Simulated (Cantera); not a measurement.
A freely propagating, adiabatic, planar premixed flame of CH4 : O2 : N2 = 1 : 1.82 : 6.84 (molar parts), equivalence ratio 1.1, unburnt at 300 K and 1.01 bar; unity-Lewis-number transport, grid criteria slope 0.08 and curve 0.16, no radiation.

Model: GRI-Mech 3.0 (53 species, 325 reactions), integrated in Cantera. Unity Lewis numbers drop preferential diffusion, which matters most where H2 and H carry the flame. Burning velocities carry a grid error of a few per cent, more on coarse grids.

Predict: laminar burning velocity; thermal thickness; peak x(O).


```json
{
 "laminar_burning_velocity": "26.7 cm/s",
 "thermal_thickness": "0.537 mm",
 "peak x(O)": "0.00261"
}
```
